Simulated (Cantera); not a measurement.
A diamond (100) surface in a fixed gas of H2 with x(CH4) = 0.006, x(H) = 0.0041, at 1100 K, 4000 Pa; coverages are run to steady state.

Detailed kinetics in Cantera: the Harris–Goodwin 1993 mechanism for the reconstructed diamond (100) surface.

One state of this run: growth (µm/h) = 1.28; θ c6HH = 0.511; θ c6H* = 0.0277; θ c6*H = 0.438; θ c6** = 0.0177; θ c6HM = 0.00355. θ: site fractions in the mechanism's names (c6HH fully hydrogenated, c6H* and c6*H radical sites, c6** diradical, c6HM methylated).

Which value of x(CH3) does it belong to?
A. 0.004
B. 6.3e-05
C. 0.0014
D. 2.8e-06

B, 6.3e-05
